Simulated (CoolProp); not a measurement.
Vapour-liquid equilibrium of R143a (1) + dimethyl ether (2) at -26.45 °C; x and y are mole fractions of (1).

Values from CoolProp's multi-fluid Helmholtz-energy mixture model, Lemmon and Jacobsen 2000 and Wu 2011; pair parameters Bell 2016.

```tsv
x	bubble pressure (kPa)	y at the bubble point	dew pressure at overall composition x (kPa)	liquid density (mol/L)
0.05	103.8	0.135	97.56	15.85
0.15	122.0	0.333	105.1	15.54
0.25	139.0	0.476	113.7	15.24
0.35	154.9	0.585	123.8	14.95
0.45	170.0	0.673	135.6	14.66
0.55	184.6	0.747	149.5	14.37
0.65	198.8	0.812	165.9	14.10
0.75	212.7	0.870	185.2	13.83
0.85	226.5	0.924	207.7	13.56
0.95	240.3	0.975	233.3	13.31
```

No azeotrope shows between x = 0.05 and 0.95.

The pair parameters rest on a limited set of measurements; away from them the model extrapolates.
